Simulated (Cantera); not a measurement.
A perfectly stirred reactor is fed with 13.0 % H₂, 15.5 % O₂, 71.4 % N₂, at 46000 Pa; it is held at 975 K, and followed from long to short residence time.

Model: the H2/O2 subset of GRI-Mech 3.0, which has no nitrogen chemistry, integrated in Cantera. The temperature is held fixed by assumption; the heat of reaction is taken as removed at once.

x: mole fraction; the columns are a selection and need not sum to one.

| τ (s) | x H₂ | x O₂ | x O | x H | x OH |
|---|---|---|---|---|---|
| 27 | 0.000895 | 0.0967 | ? | 7.95e-8 | 8.20e-7 |
| 4.9 | 0.00276 | 0.0976 | ? | 4.03e-7 | 1.41e-6 |
| 0.88 | 0.00670 | 0.0993 | ? | 2.00e-6 | 3.11e-6 |
| 0.16 | 0.00947 | 0.101 | ? | 1.03e-5 | 1.19e-5 |
| 0.028 | 0.0131 | 0.102 | ? | 5.68e-5 | 4.81e-5 |
| 0.0051 | 0.0217 | 0.106 | ? | 0.000288 | 0.000148 |
| 0.00091 | 0.0398 | 0.114 | ? | 0.00134 | 0.000375 |
| 0.00016 | 0.0737 | 0.130 | ? | 0.00454 | 0.000690 |

### Question
What belongs in the gaps?

### Answer

- 27, x O: 4.33e-7
- 4.9, x O: 1.21e-6
- 0.88, x O: 3.41e-6
- 0.16, x O: 1.36e-5
- 0.028, x O: 5.60e-5
- 0.0051, x O: 0.000180
- 0.00091, x O: 0.000491
- 0.00016, x O: 0.00105
